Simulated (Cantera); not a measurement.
What does this Cantera script print?

```python
import numpy as np
import cantera as ct

gas_names = [...]  # 62 gases of nasa_gas.yaml made of B, F, H, N, O
cond_names = """
    B(b) B(L) BN(s) B2O3(L) B3O3H3(cr) H2O(s) H2O(L)
""".split()


# ... load() reads the species with a 1 bar reference pressure and builds the phases ...
atoms = {
    'BF3': {'B': 1, 'F': 3},
    'H2': {'H': 2},
    'N2': {'N': 2},
    'H2O': {'H': 2, 'O': 1},
}
top_T = {'BN(s)': 3200}  # K; cautious upper limits of use, not melting points


# ... equilibrate(T, P, feed) seeds the gas with the atoms and calls Mixture.equilibrate('TP', solver="vcs", rtol=1e-11, max_steps=5000) ...
results = []
feed = {'BF3': 1, 'H2': 3, 'N2': 3.8, 'H2O': 20}  # mol
T = 800  # K
for P in [10, 28, 77, 220, 600, 1700, 4600, 13000, 36000, 100000]:
    mix = equilibrate(T, P, feed)
    results.append((T, P, feed, dict(zip(mix.species_names, mix.species_moles))))
    x = sorted(zip(gas.X, gas.species_names), reverse=True)
    print(f"T = {T:g} K  P = {P:g} Pa  gas = {mix.phase_moles(0):.4g} mol")
    print("   x: " + "  ".join(f"{s} {v:.3e}" for v, s in x if v > 0.0001))
    print("   condensed (mol): " + ("  ".join(f"{mix.phase(i).name} {mix.phase_moles(i):.4g}"
          for i in range(1, mix.n_phases) if mix.phase_moles(i) > 1e-12) or "none"))
```

Output:

```
T = 800 K  P = 10 Pa  gas = 28.27 mol
   x: H2O 6.565e-01  N2 1.344e-01  H2 1.061e-01  HF 1.006e-01  BF3 1.734e-03  H3B3O6 4.944e-04  B3O3F3 1.198e-04
   condensed (mol): B2O3(L) 0.4492
T = 800 K  P = 28 Pa  gas = 28.25 mol
   x: H2O 6.579e-01  N2 1.345e-01  H2 1.062e-01  HF 9.769e-02  BF3 2.651e-03  H3B3O6 8.300e-04  B3O3F3 1.832e-04
   condensed (mol): B2O3(L) 0.4195
T = 800 K  P = 77 Pa  gas = 28.22 mol
   x: H2O 6.597e-01  N2 1.346e-01  H2 1.063e-01  HF 9.385e-02  BF3 3.882e-03  H3B3O6 1.382e-03  B3O3F3 2.682e-04
   condensed (mol): B2O3(L) 0.3753
T = 800 K  P = 220 Pa  gas = 28.18 mol
   x: H2O 6.617e-01  N2 1.348e-01  H2 1.064e-01  HF 8.874e-02  BF3 5.521e-03  H3B3O6 2.347e-03  B3O3F3 3.814e-04
   condensed (mol): B2O3(L) 0.3068
T = 800 K  P = 600 Pa  gas = 28.13 mol
   x: H2O 6.636e-01  N2 1.351e-01  H2 1.066e-01  HF 8.289e-02  BF3 7.401e-03  H3B3O6 3.892e-03  B3O3F3 5.114e-04
   condensed (mol): B2O3(L) 0.21
T = 800 K  P = 1700 Pa  gas = 28.06 mol
   x: H2O 6.648e-01  N2 1.354e-01  H2 1.069e-01  HF 7.608e-02  BF3 9.608e-03  H3B3O6 6.569e-03  B3O3F3 6.638e-04
   condensed (mol): B2O3(L) 0.06071
T = 800 K  P = 4600 Pa  gas = 28.03 mol
   x: H2O 6.668e-01  N2 1.356e-01  H2 1.070e-01  HF 7.112e-02  BF3 1.136e-02  H3B3O6 7.494e-03  B3O3F3 6.130e-04
   condensed (mol): none
T = 800 K  P = 13000 Pa  gas = 28.01 mol
   x: H2O 6.699e-01  N2 1.357e-01  H2 1.071e-01  HF 6.681e-02  BF3 1.295e-02  H3B3O6 7.106e-03  B3O3F3 4.751e-04
   condensed (mol): none
T = 800 K  P = 36000 Pa  gas = 28 mol
   x: H2O 6.730e-01  N2 1.357e-01  H2 1.071e-01  HF 6.254e-02  BF3 1.451e-02  H3B3O6 6.707e-03  B3O3F3 3.628e-04
   condensed (mol): none
T = 800 K  P = 100000 Pa  gas = 27.98 mol
   x: H2O 6.761e-01  N2 1.358e-01  H2 1.072e-01  HF 5.831e-02  BF3 1.603e-02  H3B3O6 6.297e-03  B3O3F3 2.722e-04
   condensed (mol): none
```

Method: chemical equilibrium by Gibbs-energy minimisation in Cantera with the NASA 1993 tables (ideal gas, pure condensed phases). Gases not in the tables: H3BO3.
